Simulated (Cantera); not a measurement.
Cantera run, input and output.

```python
import numpy as np
import cantera as ct

gas = ct.Solution("gri30.yaml")
gas.TPX = 2148, 13332, {'CH4': 1, 'H2O': 1.1}
inlet = ct.Reservoir(gas, clone=True)

reactor = ct.IdealGasConstPressureReactor(gas, energy="off", clone=False)
exhaust = ct.Reservoir(gas, clone=True)
tau = [6.9, 1.2, 0.22, 0.039, 0.0069, 0.0012, 0.00022][0]
for a, b in ((inlet, reactor), (reactor, exhaust)):
    ct.MassFlowController(a, b, mdot=lambda t: reactor.mass / tau)
net = ct.ReactorNet([reactor])
show = ['CH4', 'H2O', 'CH3', 'H2', 'C2H4', 'O']

rows = []
print(f"{'tau/s':>10s}{'T/K':>9s}" + "".join(f"{s:>11s}" for s in show))
for tau in [6.9, 1.2, 0.22, 0.039, 0.0069, 0.0012, 0.00022]:
    net.initial_time = 0.0
    net.advance(30 * tau)
    before = gas.X
    net.advance(40 * tau)
    drift = np.max(np.abs(gas.X - before) / (gas.X + 1e-9))
    rows.append([gas.T, *gas[show].X, drift])
    print(f"{tau:10.3e}{gas.T:9.1f}" + "".join(f"{x:11.3e}" for x in gas[show].X))
```

Result:

```
     tau/s      T/K        CH4        H2O        CH3         H2       C2H4          O
 6.900e+00   2148.0  3.943e-04  2.396e-02  9.657e-05  7.240e-01  2.489e-07  3.507e-07
 1.200e+00   2148.0  1.367e-03  3.073e-02  3.164e-04  7.186e-01  2.491e-06  3.902e-07
 2.200e-01   2148.0  3.902e-03  5.394e-02  8.283e-04  7.001e-01  1.476e-05  5.223e-07
 3.900e-02   2148.0  1.064e-02  1.134e-01  2.028e-03  6.513e-01  7.853e-05  7.118e-07
 6.900e-03   2148.0  2.751e-02  2.198e-01  4.701e-03  5.585e-01  4.090e-04  8.288e-07
 1.200e-03   2148.0  7.276e-02  3.321e-01  1.068e-02  4.364e-01  2.251e-03  8.048e-07
 2.200e-04   2148.0  1.832e-01  4.151e-01  2.095e-02  2.835e-01  9.847e-03  7.521e-07
```

Computed with Cantera and GRI-Mech 3.0 (53 species, 325 reactions).
